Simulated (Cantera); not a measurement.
Input (Python, Cantera) and output of one run.

```python
import numpy as np
import cantera as ct

gas_names = """
    H HNO HNO2 HNO3 HO2 H2 H2O H2O2 N NH NH2 NH3 NH2OH NO NO2 NO3 N2 N2H2 N2H4 N2O O OH O2 O3 Pb PbO Pb2
""".split()
cond_names = """
    H2O(s) H2O(L) Pb(cr) Pb(L) PbO(rd) PbO(yw) PbO(L) PbO2(s) Pb3O4(s)
""".split()


def load(file, names, dense=False):
    # The tables refer to 1 bar. Condensed volumes are neglected.
    table = {s.name: s for s in ct.Species.list_from_file(file)}
    out = []
    for n in names:
        d = dict(table[n].input_data)
        d["thermo"] = dict(d["thermo"], **{"reference-pressure": 1e5})
        if dense:
            d["equation-of-state"] = {"model": "constant-volume", "density": "1e6 g/cm^3"}
        out.append(ct.Species.from_dict(d))
    return out


gas = ct.Solution(thermo="ideal-gas", species=load("nasa_gas.yaml", gas_names))
cond = {s.name: ct.Solution(thermo="fixed-stoichiometry", species=[s], name=s.name)
        for s in load("nasa_condensed.yaml", cond_names, dense=True)}
atoms = {
    'PbO': {'Pb': 1, 'O': 1},
    'H2': {'H': 2},
    'N2': {'N': 2},
}
top_T = {'Pb3O4(s)': 820}  # K; cautious upper limits of use, not melting points


def equilibrate(T, P, feed):
    n = {}
    for name, mol in feed.items():
        for a, k in atoms[name].items():
            n[a] = n.get(a, 0.0) + k * mol
    gas.TPX = T, P, n
    mass = sum(n.values()) * gas.mean_molecular_weight
    gas.equilibrate("TP")
    valid = [c for c in cond.values() if c.min_temp <= T <= top_T.get(c.name, c.max_temp)]
    mix = ct.Mixture([(gas, mass / gas.mean_molecular_weight)] + [(c, 0.0) for c in valid])
    mix.T, mix.P = T, P
    mix.equilibrate("TP", solver="vcs", rtol=1e-11, max_steps=5000)
    return mix


results = []
feed = {'PbO': 1, 'H2': 4.2, 'N2': 33}  # mol
P = 7000  # Pa
for T in [475, 500, 525, 550, 575, 600, 625]:
    mix = equilibrate(T, P, feed)
    results.append((T, P, feed, dict(zip(mix.species_names, mix.species_moles))))
    x = sorted(zip(gas.X, gas.species_names), reverse=True)
    print(f"T = {T:g} K  P = {P:g} Pa  gas = {mix.phase_moles(0):.4g} mol")
    print("   x: " + "  ".join(f"{s} {v:.3e}" for v, s in x if v > 0.0001))
    print("   condensed (mol): " + ("  ".join(f"{mix.phase(i).name} {mix.phase_moles(i):.4g}"
          for i in range(1, mix.n_phases) if mix.phase_moles(i) > 1e-12) or "none"))
```

Result:

```
T = 475 K  P = 7000 Pa  gas = 37.16 mol
   x: N2 8.875e-01  H2 8.465e-02  H2O 2.691e-02  NH3 9.674e-04
   condensed (mol): Pb(cr) 1
T = 500 K  P = 7000 Pa  gas = 37.18 mol
   x: N2 8.873e-01  H2 8.528e-02  H2O 2.690e-02  NH3 5.212e-04
   condensed (mol): Pb(cr) 1
T = 525 K  P = 7000 Pa  gas = 37.19 mol
   x: N2 8.872e-01  H2 8.560e-02  H2O 2.689e-02  NH3 2.951e-04
   condensed (mol): Pb(cr) 1
T = 550 K  P = 7000 Pa  gas = 37.19 mol
   x: N2 8.872e-01  H2 8.577e-02  H2O 2.689e-02  NH3 1.749e-04
   condensed (mol): Pb(cr) 1
T = 575 K  P = 7000 Pa  gas = 37.2 mol
   x: N2 8.871e-01  H2 8.587e-02  H2O 2.688e-02  NH3 1.079e-04
   condensed (mol): Pb(cr) 1
T = 600 K  P = 7000 Pa  gas = 37.2 mol
   x: N2 8.871e-01  H2 8.592e-02  H2O 2.688e-02
   condensed (mol): Pb(cr) 1
T = 625 K  P = 7000 Pa  gas = 37.2 mol
   x: N2 8.871e-01  H2 8.596e-02  H2O 2.688e-02
   condensed (mol): Pb(L) 1
```

Method: chemical equilibrium by Gibbs-energy minimisation in Cantera with the NASA 1993 tables (ideal gas, pure condensed phases).
